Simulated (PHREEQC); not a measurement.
Consider water at 62 °C with 0.052 mol Cu(NO3)2, 8.4e-05 mol CuSO4 and 0.0012 mol Ca(NO3)2 per kg of water. Closed to the air; pH follows from the charge balance.

Equilibrium calculation in PHREEQC: ion-association model, phreeqc.dat.

The pH comes out as 3.92 and the ionic strength is 0.160 mol/kgw. The specific conductance is 19200 µS/cm and the density is 0.990 g/cm³.

```json
[
 {"species": "NO3-", "molality": "0.106", "activity": "0.0742", "log γ": "-0.156"},
 {"species": "Cu+2", "molality": "0.0519", "activity": "0.0169", "log γ": "-0.486"},
 {"species": "Ca+2", "molality": "0.00120", "activity": "0.000380", "log γ": "-0.499"},
 {"species": "H+", "molality": "0.000151", "activity": "0.000121", "log γ": "-0.099"},
 {"species": "Cu2(OH)2+2", "molality": "7.50e-5", "activity": "2.26e-5", "log γ": "-0.521"},
 {"species": "CuSO4", "molality": "4.56e-5", "activity": "4.73e-5", "log γ": "0.016"},
 {"species": "SO4-2", "molality": "3.70e-5", "activity": "1.09e-5", "log γ": "-0.531"},
 {"species": "CuOH+", "molality": "1.95e-6", "activity": "1.40e-6", "log γ": "-0.143"},
 {"species": "CaSO4", "molality": "9.09e-7", "activity": "9.43e-7", "log γ": "0.016"}
]
```

No solid was allowed to form. Constants without temperature data keep their 25 °C values here.
